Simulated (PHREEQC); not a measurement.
Consider water at 85 °C with 1.8 mmol/kgw K2CO3 and 3.9 mmol/kgw KNO3. Closed to the air; pH follows from the charge balance.

All values are PHREEQC results (ion-association model, wateq4f.dat), not measurements.

Each row changes one thing in this solution. This is a speciation only: nothing precipitates in the calculation.

| case | pH | ionic strength (mol/kgw) | HCO3- (mol/kgw) | CO3-2 (mol/kgw) | CO2 (mol/kgw) |
|---|---|---|---|---|---|
| as made | 9.59 | 0.00800 | 0.00130 | 0.000504 | 6.90e-7 |
| temperature from 85 to 30 °C | 10.53 | 0.00876 | 0.000542 | 0.00126 | (withheld) |
| K2CO3 from 0.0018 to 0.00198 mol/kgw | 9.62 | 0.00845 | 0.00139 | 0.000586 | 6.90e-7 |
| diluted 5-fold with water | (withheld) | 0.00153 | 0.000330 | (withheld) | 6.86e-7 |
| K2CO3 from 0.0018 to 0.00018 mol/kgw | 8.72 | 0.00427 | (withheld) | 8.42e-6 | 6.84e-7 |
| K2CO3 from 0.0018 to 0.009 mol/kgw | 10.03 | 0.0270 | 0.00388 | 0.00511 | 6.94e-7 |
| KNO3 left out | 9.60 | 0.00409 | 0.00131 | 0.000490 | 6.89e-7 |

Question: Fill in the missing entries.

Answer: 
- temperature from 85 to 30 °C, CO2 (mol/kgw): 3.09e-8
- diluted 5-fold with water, pH: 9.02
- diluted 5-fold with water, CO3-2 (mol/kgw): 2.95e-5
- K2CO3 from 0.0018 to 0.00018 mol/kgw, HCO3- (mol/kgw): 0.000171

At this temperature some constants are extrapolated from 25 °C, and those without enthalpy data are left unchanged.
